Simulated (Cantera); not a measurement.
A Cantera script and what it prints.

```python
import numpy as np
import cantera as ct

gas_names = [...]  # 87 gases of nasa_gas.yaml made of C, H, Si
cond_names = """
    C(gr) C6H6(L) C7H8(L) C8H18(L),n-octa Si(cr) Si(L) SiC(b)
""".split()


# ... load() reads the species with a 1 bar reference pressure and builds the phases ...
atoms = {
    'SiC': {'Si': 1, 'C': 1},
    'C': {'C': 1},
    'H2': {'H': 2},
}
top_T = {'C(gr)': 4500, 'SiC(b)': 3050}  # K; cautious upper limits of use, not melting points


# ... equilibrate(T, P, feed) seeds the gas with the atoms and calls Mixture.equilibrate('TP', solver="vcs", rtol=1e-11, max_steps=5000) ...
results = []
feed = {'SiC': 1, 'C': 0.23, 'H2': 0.034}  # mol
P = 10000  # Pa
for T in [2173, 2273, 2373, 2473, 2573, 2673, 2773, 2873, 2973]:
    mix = equilibrate(T, P, feed)
    results.append((T, P, feed, dict(zip(mix.species_names, mix.species_moles))))
    x = sorted(zip(gas.X, gas.species_names), reverse=True)
    print(f"T = {T:g} K  P = {P:g} Pa  gas = {mix.phase_moles(0):.4g} mol")
    print("   x: " + "  ".join(f"{s} {v:.3e}" for v, s in x if v > 0.001))
    print("   condensed (mol): " + ("  ".join(f"{mix.phase(i).name} {mix.phase_moles(i):.4g}"
          for i in range(1, mix.n_phases) if mix.phase_moles(i) > 1e-12) or "none"))
```

Result:

```
T = 2173 K  P = 10000 Pa  gas = 0.03427 mol
   x: H2 9.823e-01  H 1.512e-02  C2H2,acetylene 2.168e-03
   condensed (mol): C(gr) 0.2299  SiC(b) 1
T = 2273 K  P = 10000 Pa  gas = 0.03449 mol
   x: H2 9.688e-01  H 2.615e-02  C2H2,acetylene 3.652e-03
   condensed (mol): C(gr) 0.2298  SiC(b) 1
T = 2373 K  P = 10000 Pa  gas = 0.03489 mol
   x: H2 9.468e-01  H 4.297e-02  C2H2,acetylene 5.825e-03  Si 3.049e-03
   condensed (mol): C(gr) 0.2297  SiC(b) 0.9998
T = 2473 K  P = 10000 Pa  gas = 0.03564 mol
   x: H2 9.109e-01  H 6.730e-02  C2H2,acetylene 8.783e-03  Si 8.696e-03  SiC2 2.085e-03  Si2C 1.159e-03
   condensed (mol): C(gr) 0.2297  SiC(b) 0.9995
T = 2573 K  P = 10000 Pa  gas = 0.03717 mol
   x: H2 8.510e-01  H 1.002e-01  Si 2.283e-02  C2H2,acetylene 1.241e-02  SiC2 7.261e-03  Si2C 3.919e-03  SiH 1.580e-03
   condensed (mol): C(gr) 0.2299  SiC(b) 0.9985
T = 2673 K  P = 10000 Pa  gas = 0.04064 mol
   x: H2 7.481e-01  H 1.402e-01  Si 5.572e-02  SiC2 2.296e-02  C2H2,acetylene 1.599e-02  Si2C 1.205e-02  SiH 3.147e-03
   condensed (mol): C(gr) 0.2307  SiC(b) 0.9956
T = 2773 K  P = 10000 Pa  gas = 0.05018 mol
   x: H2 5.678e-01  H 1.771e-01  Si 1.273e-01  SiC2 6.664e-02  Si2C 3.406e-02  C2H2,acetylene 1.729e-02  SiH 5.508e-03  Si2 2.078e-03
   condensed (mol): C(gr) 0.2334  SiC(b) 0.9863
T = 2873 K  P = 10000 Pa  gas = 0.09439 mol
   x: Si 2.745e-01  H2 2.598e-01  SiC2 1.791e-01  H 1.694e-01  Si2C 8.930e-02  C2H2,acetylene 1.099e-02  SiH 7.120e-03  Si2 6.022e-03  C2H 1.018e-03
   condensed (mol): C(gr) 0.2468  SiC(b) 0.9383
T = 2973 K  P = 10000 Pa  gas = 0.9243 mol
   x: Si 4.385e-01  SiC2 3.509e-01  Si2C 1.335e-01  H 4.792e-02  H2 1.089e-02  Si2 9.887e-03  C3 2.333e-03  SiH 2.080e-03  SiC 1.493e-03
   condensed (mol): C(gr) 0.447
```

Equilibrium computed with Cantera from the NASA thermochemical tables; the gas is ideal and each condensed phase is pure. Gases not in the tables: Si2H6 and higher silanes.
